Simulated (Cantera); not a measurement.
What does this Cantera script print?

```python
import numpy as np
import cantera as ct

gas_names = """
    H HNO HNO2 HNO3 HO2 H2 H2O H2O2 N NH NH2 NH3 NH2OH NO NO2 NO3 N2 N2H2 N2H4 N2O O OH O2 O3 Si SiH
    SiH2 SiH3 SiH4 SiN SiO SiO2 Si2 Si2N Si3
""".split()
cond_names = """
    H2O(s) H2O(L) Si(cr) Si(L) SiO2(Lqz) SiO2(hqz) SiO2(L) Si2N2O(s) Si3N4(a)
""".split()


# ... load() reads the species with a 1 bar reference pressure and builds the phases ...
atoms = {
    'Si3N4': {'Si': 3, 'N': 4},
    'H2O': {'H': 2, 'O': 1},
    'H2': {'H': 2},
    'O2': {'O': 2},
}
top_T = {'Si2N2O(s)': 2100, 'Si3N4(a)': 2400}  # K; cautious upper limits of use, not melting points


# ... equilibrate(T, P, feed) seeds the gas with the atoms and calls Mixture.equilibrate('TP', solver="gibbs", rtol=1e-10, max_steps=50000) ...
results = []
feed = {'Si3N4': 1, 'H2O': 0.0059, 'H2': 1.6, 'O2': 0.025}  # mol
for P in [0.1, 1, 10, 100, 1000, 10000, 100000, 1000000]:
    for T in [1123, 1223, 1323, 1423, 1523, 1623, 1723, 1823, 1923]:
        mix = equilibrate(T, P, feed)
        results.append((T, P, feed, dict(zip(mix.species_names, mix.species_moles))))

for T, P, feed, n in results:
    print(f"{T:7g} {P:10.4g}  " + (" + ".join(c for c in cond_names if n.get(c, 0) > 1e-12) or "gas only"))
```

It prints:

```
   1123        0.1  Si2N2O(s) + Si3N4(a)
   1223        0.1  Si(cr) + Si2N2O(s) + Si3N4(a)
   1323        0.1  Si(cr) + Si2N2O(s)
   1423        0.1  Si(cr)
   1523        0.1  Si(cr)
   1623        0.1  Si(cr)
   1723        0.1  gas only
   1823        0.1  gas only
   1923        0.1  gas only
   1123          1  Si2N2O(s) + Si3N4(a)
   1223          1  Si2N2O(s) + Si3N4(a)
   1323          1  Si(cr) + Si2N2O(s) + Si3N4(a)
   1423          1  Si(cr)
   1523          1  Si(cr)
   1623          1  Si(cr)
   1723          1  Si(L)
   1823          1  gas only
   1923          1  gas only
   1123         10  Si2N2O(s) + Si3N4(a)
   1223         10  Si2N2O(s) + Si3N4(a)
   1323         10  Si2N2O(s) + Si3N4(a)
   1423         10  Si(cr) + Si2N2O(s) + Si3N4(a)
   1523         10  Si(cr)
   1623         10  Si(cr)
   1723         10  Si(L)
   1823         10  Si(L)
   1923         10  Si(L)
   1123        100  Si2N2O(s) + Si3N4(a)
   1223        100  Si2N2O(s) + Si3N4(a)
   1323        100  Si2N2O(s) + Si3N4(a)
   1423        100  Si2N2O(s) + Si3N4(a)
   1523        100  Si(cr) + Si2N2O(s) + Si3N4(a)
   1623        100  Si(cr) + Si2N2O(s) + Si3N4(a)
   1723        100  Si(L)
   1823        100  Si(L)
   1923        100  Si(L)
   1123       1000  Si2N2O(s) + Si3N4(a)
   1223       1000  Si2N2O(s) + Si3N4(a)
   1323       1000  Si2N2O(s) + Si3N4(a)
   1423       1000  Si2N2O(s) + Si3N4(a)
   1523       1000  Si2N2O(s) + Si3N4(a)
   1623       1000  Si(cr) + Si2N2O(s) + Si3N4(a)
   1723       1000  Si(L) + Si2N2O(s) + Si3N4(a)
   1823       1000  Si(L)
   1923       1000  Si(L)
   1123      1e+04  Si2N2O(s) + Si3N4(a)
   1223      1e+04  Si2N2O(s) + Si3N4(a)
   1323      1e+04  Si2N2O(s) + Si3N4(a)
   1423      1e+04  Si2N2O(s) + Si3N4(a)
   1523      1e+04  Si2N2O(s) + Si3N4(a)
   1623      1e+04  Si2N2O(s) + Si3N4(a)
   1723      1e+04  Si(L) + Si2N2O(s) + Si3N4(a)
   1823      1e+04  Si(L) + Si2N2O(s) + Si3N4(a)
   1923      1e+04  Si(L)
   1123      1e+05  Si2N2O(s) + Si3N4(a)
   1223      1e+05  Si2N2O(s) + Si3N4(a)
   1323      1e+05  Si2N2O(s) + Si3N4(a)
   1423      1e+05  Si2N2O(s) + Si3N4(a)
   1523      1e+05  Si2N2O(s) + Si3N4(a)
   1623      1e+05  Si2N2O(s) + Si3N4(a)
   1723      1e+05  Si2N2O(s) + Si3N4(a)
   1823      1e+05  Si(L) + Si2N2O(s) + Si3N4(a)
   1923      1e+05  Si(L) + Si2N2O(s) + Si3N4(a)
   1123      1e+06  Si2N2O(s) + Si3N4(a)
   1223      1e+06  Si2N2O(s) + Si3N4(a)
   1323      1e+06  Si2N2O(s) + Si3N4(a)
   1423      1e+06  Si2N2O(s) + Si3N4(a)
   1523      1e+06  Si2N2O(s) + Si3N4(a)
   1623      1e+06  Si2N2O(s) + Si3N4(a)
   1723      1e+06  Si2N2O(s) + Si3N4(a)
   1823      1e+06  Si2N2O(s) + Si3N4(a)
   1923      1e+06  Si2N2O(s) + Si3N4(a)
```

Cantera equilibrium calculation (NASA polynomials, part measured and part estimated; ideal gas, pure solids and liquids). Mutual solubility and eutectic melting of coexisting phases are not modelled.
